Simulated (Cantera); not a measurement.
Input: 1 mol Si, a varied amount of NH3, 6.6 mol H2, held at 1998 K and 0.480 Torr.

These are equilibrium values from Cantera (NASA tables, ideal gas, pure condensed phases), not measurements of a reactor. Candidate condensed phases: Si, Si3N4; 18 gas species. Gases not in the tables: Si2H6 and higher silanes. Equilibrium is a limit: real reactors are often held back by kinetics, nucleation or transport.

### Question
What share of the Si ends up in condensed phases as a function of n(NH3) (mol), at 0.7, 1.1, 1.6, 2, 2.4, 2.9, 3.3, 3.7, 4.2, 4.6, 5, 5.5, 5.9?

### Answer
```csv
n(NH3) (mol),Si condensed (%),as
0.7,38.2,Si(l)
1.1,32.0,Si(l)
1.6,24.3,Si(l)
2,18.1,Si(l)
2.4,11.9,Si(l)
2.9,4.2,Si(l)
3.3,0.0,-
3.7,0.0,-
4.2,0.0,-
4.6,0.0,-
5,0.0,-
5.5,0.0,-
5.9,0.0,-
```
